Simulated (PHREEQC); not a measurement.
Make-up at 20 °C: 0.49 mol/kgw NaOH, 0.00065 mol/kgw H4SiO4 and 0.012 mol/kgw Ca(OH)2. Closed to the air; pH follows from the charge balance.

The numbers come from PHREEQC with the ion-association model, wateq4f.dat.

The ionic strength comes out as 0.509 mol/kgw. What activity coefficients do OH-, H3SiO4-, CaOH+, H2SiO4-2, Na+ get?

OH- 0.63, H3SiO4- 0.65, CaOH+ 0.71, H2SiO4-2 0.23, Na+ 0.71.

Precipitation was switched off in this run. The solution is supersaturated, for example in Portlandite, so a real one may precipitate; this is no full list.
